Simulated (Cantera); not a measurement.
Cantera run, input and output.

```python
import numpy as np
import cantera as ct

gas = ct.Solution("h2o2.yaml")
gas.TPX = 575, 670000, {'H2': 1, 'O2': 0.333, 'N2': 1.25, 'H2O': 0.065}
flame = ct.FreeFlame(gas, width=0.011)
flame.set_refine_criteria(ratio=3, slope=0.08, curve=0.16)
flame.transport_model = "mixture-averaged"
flame.solve(loglevel=0, auto=True)
z, T = flame.grid, flame.T
thick = (T[-1] - T[0]) / np.gradient(T, z).max()
show = ['H2', 'O2', 'H2O', 'OH', 'O', 'HO2']
print(f"laminar burning velocity  {flame.velocity[0] * 100:.3f} cm/s")
print(f"burnt temperature         {T[-1]:.1f} K")
print(f"thermal thickness         {thick * 1e3:.4f} mm")
print(f"grid points               {len(z)}")
z0 = z[flame.heat_release_rate.argmax()]
print(f"{'z/mm':>9s}{'T/K':>9s}{'u/(m/s)':>9s}" + "".join(f"{s:>11s}" for s in show))
rows = []
for k in (-3, -2, -1.5, -1, -0.5, -0.25, 0, 0.25, 0.5, 1, 2, 4, 8):
    zz = z0 + k * thick
    rows.append([k * thick, np.interp(zz, z, T), np.interp(zz, z, flame.velocity),
                 *(np.interp(zz, z, flame.X[gas.species_index(s)]) for s in show)])
    print(f"{rows[-1][0] * 1e3:9.3f}{rows[-1][1]:9.1f}{rows[-1][2]:9.3f}" + "".join(f"{x:11.3e}" for x in rows[-1][3:]))
```

It prints:

```
laminar burning velocity  776.140 cm/s
burnt temperature         2423.5 K
thermal thickness         0.0372 mm
grid points               108
     z/mm      T/K  u/(m/s)         H2         O2        H2O         OH          O        HO2
   -0.111    575.0    7.761  3.776e-01  1.258e-01  2.455e-02  9.923e-15  3.331e-13  2.514e-11
   -0.074    575.0    7.761  3.776e-01  1.258e-01  2.455e-02  2.482e-12  8.327e-11  3.974e-09
   -0.056    575.1    7.761  3.775e-01  1.258e-01  2.455e-02  3.527e-11  1.175e-09  5.220e-08
   -0.037    575.8    7.763  3.768e-01  1.259e-01  2.460e-02  1.402e-09  3.605e-08  1.790e-06
   -0.019    626.9    8.303  3.634e-01  1.273e-01  2.722e-02  4.522e-05  1.016e-05  5.796e-04
   -0.009    921.9   11.796  3.222e-01  1.194e-01  5.533e-02  1.109e-03  2.889e-04  1.042e-03
    0.000   1369.2   17.017  2.492e-01  8.760e-02  1.288e-01  2.774e-03  2.050e-03  4.696e-04
    0.009   1692.9   20.789  1.802e-01  4.413e-02  2.118e-01  5.949e-03  3.649e-03  2.030e-04
    0.019   1868.2   22.805  1.448e-01  1.867e-02  2.590e-01  8.397e-03  3.458e-03  7.993e-05
    0.037   2028.0   24.567  1.293e-01  4.730e-03  2.869e-01  9.859e-03  2.501e-03  1.927e-05
    0.074   2161.3   25.964  1.305e-01  1.616e-03  2.973e-01  8.938e-03  1.462e-03  6.778e-06
    0.149   2266.6   27.027  1.338e-01  7.335e-04  3.042e-01  6.813e-03  6.880e-04  3.033e-06
    0.297   2339.4   27.741  1.362e-01  2.956e-04  3.094e-01  4.602e-03  2.746e-04  1.143e-06
```

Computed with Cantera and the H2/O2 subset of GRI-Mech 3.0, which has no nitrogen chemistry. The hydrogen kinetics of GRI-Mech 3.0 are dated; newer H2 mechanisms differ, most at raised pressure. Burning velocities carry a grid error of a few per cent, more on coarse grids.
